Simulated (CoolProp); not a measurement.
Vapour-liquid equilibrium of propane (1) + R152A (2) at 0.952 MPa; x and y are mole fractions of (1).

Values from CoolProp's multi-fluid Helmholtz-energy mixture model, Lemmon 2009 and Outcalt 1996; pair parameters Bell 2016.

| x | bubble temperature, mixture model (°C) | bubble temperature, Raoult's law (°C) | y, mixture model | y, Raoult's law |
|---|---|---|---|---|
| 0.05 | 37.2 | 40.8 | 0.136 | 0.073 |
| 0.15 | 30.5 | 39.0 | 0.326 | 0.211 |
| 0.25 | 26.3 | 37.2 | 0.444 | 0.337 |
| 0.35 | 23.7 | 35.4 | 0.522 | 0.452 |
| 0.45 | 22.1 | 33.7 | 0.580 | 0.558 |
| 0.55 | 21.1 | 32.0 | 0.629 | 0.655 |
| 0.65 | 20.6 | 30.4 | 0.677 | 0.744 |
| 0.75 | 20.5 | 28.8 | 0.733 | 0.825 |
| 0.85 | 21.2 | 27.2 | 0.806 | 0.900 |
| 0.95 | 23.2 | 25.7 | 0.918 | 0.968 |

The largest gap from Raoult's law is -11.7 K in bubble temperature, at x = 0.35. y crosses x between x = 0.65 and 0.75: the model has an azeotrope there.

Pair parameters are fitted to limited data, so mixtures are less certain than the pure fluids.
